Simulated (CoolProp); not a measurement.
Saturation properties of cyclopropane (Tc = 398.7 K, pc = 5.605 MPa, ω = 0.131).

The numbers come from the reference Helmholtz-energy equation of state, Polt 1992 in CoolProp. This equation is an older, rougher fit; its heat capacities, sound speeds and derivatives of the liquid may be far off and weren't checked against measurements.

```tsv
T (K)	p (MPa)	liquid density (kg/m³)	surface tension (mN/m)
313.4	1.071	594.5	8.94
318.9	1.221	585.1	8.18
324.4	1.386	575.4	7.45
329.9	1.567	565.3	6.73
335.3	1.761	555.1	6.04
340.8	1.977	544.1	5.36
346.3	2.210	532.6	4.69
351.8	2.463	520.5	4.05
357.2	2.732	507.8	3.44
362.7	3.027	494.0	2.85
368.2	3.345	478.9	2.29
373.7	3.688	462.2	1.76
379.2	4.056	443.2	1.26
384.6	4.444	421.1	0.813
```

Surface tension comes from a separate correlation (Mulero 2014).
